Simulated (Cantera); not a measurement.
What does this Cantera script print?

```python
import numpy as np
import cantera as ct

gas_names = [...]  # 60 gases of nasa_gas.yaml made of H, N, O, S
cond_names = """
    H2O(s) H2O(L) H2SO4(L) S(cr1) S(cr2) S(L)
""".split()


# ... load() reads the species with a 1 bar reference pressure and builds the phases ...
atoms = {
    'SO2': {'S': 1, 'O': 2},
    'H2': {'H': 2},
    'N2': {'N': 2},
}
top_T = {}  # K; cautious upper limits of use, not melting points


# ... equilibrate(T, P, feed) seeds the gas with the atoms and calls Mixture.equilibrate('TP', solver="vcs", rtol=1e-11, max_steps=5000) ...
results = []
feed = {'SO2': 1, 'H2': 0.1, 'N2': 0.27}  # mol
P = 210  # Pa
for T in [3000, 3250, 3500, 3750, 4000, 4250, 4500, 4750, 5000]:
    mix = equilibrate(T, P, feed)
    results.append((T, P, feed, dict(zip(mix.species_names, mix.species_moles))))

top = {s: max(r[3][s] / sum(r[3][g] for g in gas_names) for r in results) for s in gas_names}
cols = sorted((s for s in top if top[s] > 1e-06), key=lambda s: -top[s])[:7]
seen = [c for c in cond_names if any(r[3].get(c, 0) > 1e-12 for r in results)]
print("log10 of partial pressures in bar; condensed amounts in mol")
print(f"{'T/K':>10s}" + "".join(f"{s[:9]:>10s}" for s in cols + seen))
for T, P, feed, n in results:
    ng = sum(n[g] for g in gas_names)
    print(f"{T:10.4g}" + "".join(f"{np.log10(max(n[s] / ng * P / 1e5, 1e-99)):10.3f}" for s in cols)
          + "".join(f"{n.get(c, 0):10.4g}" for c in seen))
```

Result:

```
log10 of partial pressures in bar; condensed amounts in mol
       T/K         O         S        SO         N        N2         H        O2
      3000    -3.021    -3.379    -3.569    -6.717    -3.721    -3.869    -4.149
      3250    -2.944    -3.258    -4.089    -6.098    -3.776    -3.904    -4.684
      3500    -2.925    -3.228    -4.656    -5.551    -3.792    -3.914    -5.236
      3750    -2.921    -3.222    -5.179    -5.074    -3.802    -3.917    -5.739
      4000    -2.921    -3.221    -5.646    -4.662    -3.822    -3.919    -6.187
      4250    -2.923    -3.224    -6.063    -4.311    -3.866    -3.922    -6.587
      4500    -2.928    -3.229    -6.441    -4.022    -3.953    -3.927    -6.948
      4750    -2.934    -3.236    -6.784    -3.802    -4.109    -3.934    -7.276
      5000    -2.941    -3.245    -7.096    -3.657    -4.355    -3.941    -7.573
```

Equilibrium computed with Cantera from the NASA thermochemical tables; the gas is ideal and each condensed phase is pure.
